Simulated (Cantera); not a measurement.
## NO annealing gas

A perfectly stirred reactor is fed with NO : N₂ = 1 : 0.33 (molar parts), at 760 Torr; it is held at 2073 K, and followed from long to short residence time.

Computed with Cantera and GRI-Mech 3.0 (53 species, 325 reactions).

```
τ (s)      x NO       x O     x NO₂      x O₂   x N₂     x N₂O
-------  ------  --------  --------  --------  -----  --------
27       0.0284  0.000691   5.74e-5     0.361  0.610   8.23e-7
8.5      0.0526  0.000680  0.000104     0.349  0.598   1.63e-6
2.6       0.108  0.000654  0.000206     0.321  0.570   5.36e-6
0.82      0.219  0.000598  0.000381     0.265  0.514   2.10e-5
0.25      0.403  0.000493  0.000571     0.174  0.422   7.19e-5
0.079     0.582  0.000361  0.000592    0.0842  0.333  0.000155
0.025     0.688  0.000250  0.000470    0.0311  0.280  0.000222
0.0076    0.732  0.000184  0.000357   0.00958  0.258  0.000250
0.0024    0.745  0.000153  0.000295   0.00280  0.251  0.000245
0.00074   0.750  0.000126  0.000239  0.000670  0.249  0.000206
0.00023   0.751   8.40e-5  0.000149  0.000101  0.248  0.000134
```
x: mole fraction; the columns are a selection and need not sum to one.
